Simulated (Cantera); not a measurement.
Cantera run:

```python
import numpy as np
import cantera as ct

gas_names = """
    B BH BH2 BH3 BN B2 H H2 N NH NH2 NH3 N2 N2H2 N2H4
""".split()
cond_names = """
    B(b) B(L) BN(s)
""".split()


# ... load() reads the species with a 1 bar reference pressure and builds the phases ...
atoms = {
    'B2H6': {'B': 2, 'H': 6},
    'NH3': {'N': 1, 'H': 3},
}
top_T = {'BN(s)': 3200}  # K; cautious upper limits of use, not melting points


# ... equilibrate(T, P, feed) seeds the gas with the atoms and calls Mixture.equilibrate('TP', solver="vcs", rtol=1e-11, max_steps=5000) ...
results = []
T = 2123.15  # K
P = 370  # Pa
for m in [0.54, 0.74, 1, 1.4, 1.9, 2.7, 3.6, 5, 6.9]:
    feed = {'B2H6': 1, 'NH3': m}  # mol
    mix = equilibrate(T, P, feed)
    results.append((T, P, feed, dict(zip(mix.species_names, mix.species_moles))))

top = {s: max(r[3][s] / sum(r[3][g] for g in gas_names) for r in results) for s in gas_names}
cols = sorted((s for s in top if top[s] > 1e-06), key=lambda s: -top[s])[:8]
seen = [c for c in cond_names if any(r[3].get(c, 0) > 1e-12 for r in results)]
print("log10 of partial pressures in bar; condensed amounts in mol")
print(f"{'n(NH3)':>10s}" + "".join(f"{s[:9]:>10s}" for s in cols + seen))
for T, P, feed, n in results:
    ng = sum(n[g] for g in gas_names)
    print(f"{feed['NH3']:10.4g}" + "".join(f"{np.log10(max(n[s] / ng * P / 1e5, 1e-99)):10.3f}" for s in cols)
          + "".join(f"{n.get(c, 0):10.4g}" for c in seen))
```

Result:

```
log10 of partial pressures in bar; condensed amounts in mol
    n(NH3)        H2        N2         H       BH2         B        BH        BN       BH3      B(b)     BN(s)
      0.54    -2.488    -3.623    -3.689    -5.529    -6.037    -7.107    -7.941    -8.047     1.995         0
      0.74    -2.495    -3.527    -3.693    -5.536    -6.037    -7.110    -7.893    -8.059     1.995         0
         1    -2.504    -3.444    -3.697    -5.545    -6.037    -7.115    -7.851    -8.071     1.995         0
       1.4    -2.514    -3.362    -3.702    -5.555    -6.037    -7.120    -7.811    -8.086     1.994         0
       1.9    -2.523    -3.298    -3.706    -5.564    -6.037    -7.124    -7.779    -8.101     1.993         0
       2.7    -2.534    -3.237    -3.712    -5.575    -6.037    -7.130    -7.748    -8.117     1.991         0
       3.6    -2.542    -3.197    -3.716    -5.583    -6.037    -7.134    -7.728    -8.129      1.99         0
         5    -2.547    -3.178    -3.718    -5.588    -6.037    -7.136    -7.718    -8.135     1.734     0.253
       6.9    -2.547    -3.178    -3.718    -5.588    -6.037    -7.136    -7.718    -8.135     1.119    0.8646
```

Equilibrium computed with Cantera from the NASA thermochemical tables; the gas is ideal and each condensed phase is pure. The feed counts by its element totals alone. Mutual solubility and eutectic melting of coexisting phases are not modelled. The tables' values for BH2 are old estimates; treat these amounts as uncertain.
